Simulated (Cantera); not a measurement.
Input: 1 mol Zr, 0.82 mol N2O, 91 mol H2, at 0.0130 bar.

These are equilibrium values from Cantera (NASA tables, ideal gas, pure condensed phases), not measurements of a reactor. Candidate condensed phases: H2O, Zr, ZrN, ZrO2; 28 gas species. Mutual solubility and eutectic melting of coexisting phases are not modelled. ZrN: taken at fixed stoichiometry. Condensed phases not in the tables: solid solutions among these carbides, nitrides and lower oxides. Equilibrium is a limit: real reactors are often held back by kinetics, nucleation or transport. All values below are at 2225 °C.

Base state: H2 0.797, H 0.195, N2 0.00573, ZrO 0.00226, H2O 7.11e-5, Zr 3.64e-5, ZrO2 2.63e-5 (mole fractions); condensed: ZrN(s) + ZrO2(tetragonal).

Task: What changes in the equilibrium state with this change: 1.6 mol H2O added?

Result: 
```json
[
 {"species": "H2", "before": "0.797", "after": "0.793"},
 {"species": "H", "before": "0.195", "after": "0.195"},
 {"species": "N2", "before": "0.00573", "after": "0.00792"},
 {"species": "H2O", "before": "7.11e-5", "after": "0.00387"},
 {"species": "ZrO", "before": "0.00226", "after": "4.14e-5"},
 {"species": "Zr", "before": "3.64e-5", "after": "1.22e-8"},
 {"species": "O", "before": "5.80e-7", "after": "3.17e-5"},
 {"species": "OH", "before": "3.60e-6", "after": "0.000196"},
 {"species": "ZrO2", "before": "2.63e-5", "after": "2.63e-5"},
 {"species": "ZrN(s), mol", "before": "0.475", "after": "0"},
 {"species": "ZrO2(tetragonal), mol", "before": "0.288", "after": "0.993"}
]
```
